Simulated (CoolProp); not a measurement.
A simple Rankine cycle with cis-2-butene: condensing at 288.15 K, boiler at 2.48 MPa, turbine inlet 405.3 K, turbine efficiency 0.9, pump efficiency 0.7, no recuperator. Each further row changes one setting.

Model: reference Helmholtz-energy equation of state, Lemmon 2005, in CoolProp. It is a short technical equation, of lower accuracy than the large ones.

```tsv
case	thermal efficiency (%)	net work (kJ/kg)	heat in (kJ/kg)	turbine exit temperature (K)	volume ratio over the turbine
as stated	[?]	102	521	299.2	17.8
turbine inlet 425.3 K	19.9	[?]	575	325.3	[?]
condensing temperature 280.15 K	[?]	112	[?]	290.9	[?]
boiler pressure 1.74 MPa	18.0	100	554	321.3	11.1
turbine efficiency 0.8	[?]	[?]	521	306.9	18.4
```

Q: Complete the blanks.

A: 
- as stated, thermal efficiency (%): 19.5
- turbine inlet 425.3 K, net work (kJ/kg): 114
- turbine inlet 425.3 K, volume ratio over the turbine: 16.5
- condensing temperature 280.15 K, thermal efficiency (%): 20.8
- condensing temperature 280.15 K, heat in (kJ/kg): 539
- condensing temperature 280.15 K, volume ratio over the turbine: 23.3
- turbine efficiency 0.8, thermal efficiency (%): 17.2
- turbine efficiency 0.8, net work (kJ/kg): 89.7
